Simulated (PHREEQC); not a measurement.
PHREEQC input (ion-association model, phreeqc.dat):

```
SOLUTION 0
  temp 40
  units mmol/kgw
  pH 7 charge
  Cl 74.01
  Cd 37
  O(0) 1 O2(g) -0.68
SOLUTION 1-40
  temp 40
  units mmol/kgw
  pH 7 charge
  Cl 58.01
  Mg 89
  S(6) 60
  O(0) 1 O2(g) -0.68
END
EXCHANGE 1-40
  X 0.059
  -equilibrate 1
END
SELECTED_OUTPUT 1
  -reset false
  -pH true
  -pe true
  -ionic_strength true
  -water true
  -step true
  -totals Cd Cl Mg S S(-2) S(6)
  -molalities MgX2 CdX2
  -saturation_indices Cd(OH)2
PRINT
  -reset false
TRANSPORT
  -cells 40
  -shifts 160
  -lengths 0.005
  -time_step 3600
  -dispersivities 0.007
  -boundary_conditions flux flux
  -correct_disp true
  -punch_cells 40
  -punch_frequency 5
END
```

Selected output (columns that matter, 21 of 33 rows; pore volumes added in front):

```
pore volumes	pH	mu	Cd	Cl	Mg	S	m_MgX2	m_CdX2	si_Cd(OH)2
0	5.3888	0.1757	0	0.05801	0.089	0.06	0.0295	0	-1000
0.2625	5.3888	0.1757	4.6494e-12	0.05801	0.089	0.06	0.0295	9.8673e-13	-15.288
0.3875	5.3888	0.17569	2.3231e-07	0.058012	0.088992	0.059991	0.0295	4.9304e-08	-10.589
0.6375	5.3773	0.17182	0.00032196	0.058934	0.085675	0.056535	0.029431	6.9491e-05	-7.4685
0.7625	5.3495	0.16268	0.0014174	0.061008	0.07784	0.048758	0.02918	0.00031968	-6.8748
1.0125	5.2476	0.13216	0.0063219	0.067153	0.052962	0.025713	0.027792	0.0017076	-6.4037
1.2625	5.1444	0.10482	0.012216	0.071505	0.032926	0.0093951	0.025363	0.0041368	-6.2891
1.3875	5.1082	0.095406	0.014904	0.072633	0.026571	0.0051642	0.023902	0.0055981	-6.2582
1.6375	5.0666	0.083152	0.019616	0.073644	0.018573	0.0013716	0.020749	0.0087508	-6.1933
1.7625	5.056	0.07912	0.021659	0.07383	0.015925	0.00067382	0.019138	0.010362	-6.1596
2.0125	5.0443	0.073297	0.025164	0.073969	0.011968	0.00015204	0.015992	0.013508	-6.0983
2.2625	5.0382	0.069215	0.027966	0.074001	0.0090619	3.2146e-05	0.013065	0.016435	-6.0495
2.3875	5.036	0.067591	0.029137	0.074006	0.0078756	1.452e-05	0.011714	0.017786	-6.0297
2.6375	5.0326	0.064948	0.031089	0.074009	0.0059131	2.8839e-06	0.009266	0.020234	-5.9979
2.7625	5.0313	0.063873	0.031897	0.07401	0.0051042	1.2715e-06	0.0081752	0.021325	-5.9851
3.0125	5.029	0.062115	0.033231	0.07401	0.0037692	2.431e-07	0.0062623	0.023238	-5.9645
3.2625	5.0274	0.06078	0.034253	0.07401	0.0027467	4.568e-08	0.0046958	0.024804	-5.9492
3.3875	5.0267	0.060242	0.034668	0.07401	0.0023323	1.9701e-08	0.0040343	0.025466	-5.9431
3.6375	5.0256	0.059377	0.035337	0.07401	0.0016632	3.6347e-09	0.0029324	0.026568	-5.9334
3.7625	5.0251	0.059034	0.035603	0.07401	0.0013967	1.5559e-09	0.0024815	0.027018	-5.9295
4.0125	5.0244	0.058492	0.036026	0.07401	0.00097416	2.8356e-10	0.0017521	0.027748	-5.9235
```

Complexes and solids missing from the database can't appear. Away from 25 °C the constants follow the database's enthalpies or fits; those with neither stay at their 25 °C values.
